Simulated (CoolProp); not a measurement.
Vapour-liquid equilibrium of R245fa (1) + n-pentane (2) at 77.45 °C; x and y are mole fractions of (1).

Computed with CoolProp (multi-fluid Helmholtz-energy mixture model, Akasaka 2015 and Thol 2019; pair parameters Bell 2016).

### Question
Give the bubble pressure and the first vapour's composition at x = 0.125, 0.5, 0.725. Is there an azeotrope?

### Answer
x = 0.125: 593.1 kPa, y = 0.440; x = 0.5: 795.8 kPa, y = 0.650; x = 0.725: 821.7 kPa, y = 0.732. y crosses x between x = 0.725 and 0.8: the model has an azeotrope there.

Pair parameters are fitted to limited data, so mixtures are less certain than the pure fluids. With so large a gap from Raoult's law the liquid may split in two, which this calculation doesn't test in full.
